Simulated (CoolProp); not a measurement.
A single-stage vapour-compression cycle with isobutane: evaporating at 237.15 K (dew point), condensing at 257.15 K (bubble point), superheat 0 K, subcooling 8 K, compressor efficiency 0.6, no pressure losses. Each further row changes one setting.

Values from CoolProp's reference Helmholtz-energy equation of state, Bücker 2006.

```json
[
 {"case": "as stated", "cooling COP": "6.99", "pressure ratio": "2.44", "discharge temperature (K)": "273.3", "refrigerating effect (kJ/kg)": "360", "volumetric capacity (kJ/m³)": "379"},
 {"case": "evaporating temperature 242.15 K", "cooling COP": "(withheld)", "pressure ratio": "1.92", "discharge temperature (K)": "(withheld)", "refrigerating effect (kJ/kg)": "(withheld)", "volumetric capacity (kJ/m³)": "482"},
 {"case": "condensing temperature 252.15 K", "cooling COP": "(withheld)", "pressure ratio": "1.98", "discharge temperature (K)": "264.9", "refrigerating effect (kJ/kg)": "371", "volumetric capacity (kJ/m³)": "390"},
 {"case": "subcooling 13 K", "cooling COP": "7.20", "pressure ratio": "2.44", "discharge temperature (K)": "273.3", "refrigerating effect (kJ/kg)": "371", "volumetric capacity (kJ/m³)": "390"},
 {"case": "superheat 10 K", "cooling COP": "6.97", "pressure ratio": "2.44", "discharge temperature (K)": "283.7", "refrigerating effect (kJ/kg)": "374", "volumetric capacity (kJ/m³)": "377"},
 {"case": "compressor efficiency 0.5", "cooling COP": "5.83", "pressure ratio": "2.44", "discharge temperature (K)": "279.8", "refrigerating effect (kJ/kg)": "360", "volumetric capacity (kJ/m³)": "379"}
]
```

What belongs in the gaps?


- evaporating temperature 242.15 K, cooling COP: 9.67
- evaporating temperature 242.15 K, discharge temperature (K): 268.8
- evaporating temperature 242.15 K, refrigerating effect (kJ/kg): 366
- condensing temperature 252.15 K, cooling COP: 9.47
